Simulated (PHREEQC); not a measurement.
Consider water at 20 °C with 0.0028 mol CsOH, 0.00045 mol K2SiO3 and 0.00024 mol Na2CO3 per kg of water. Closed to the air; pH follows from the charge balance.

The numbers come from PHREEQC with the ion-association model, wateq4f.dat.

Each row changes one thing in this solution. Precipitation was switched off in this run.

```
case                                                    pH  ionic strength (mol/kgw)
----------------------------------------------  ----------  ------------------------
as made                                              11.65                   0.00442
K2SiO3 from 0.00045 to 0.000225 mol/kgw              11.62                   0.00396
K2SiO3 replaced by KHSO4 at the same molality   (withheld)                   0.00440
Na2CO3 left out                                      11.65                   0.00371
K2SiO3 replaced by K2HPO4 at the same molality  (withheld)                   0.00502
K2SiO3 from 0.00045 to 0.000675 mol/kgw         (withheld)                   0.00488
Na2CO3 from 0.00024 to 0.00048 mol/kgw               11.65                   0.00512
```

Question: Complete the blanks.

Answer: 
- K2SiO3 replaced by KHSO4 at the same molality, pH: 11.51
- K2SiO3 replaced by K2HPO4 at the same molality, pH: 11.57
- K2SiO3 from 0.00045 to 0.000675 mol/kgw, pH: 11.68

Species that the database lacks are ignored.
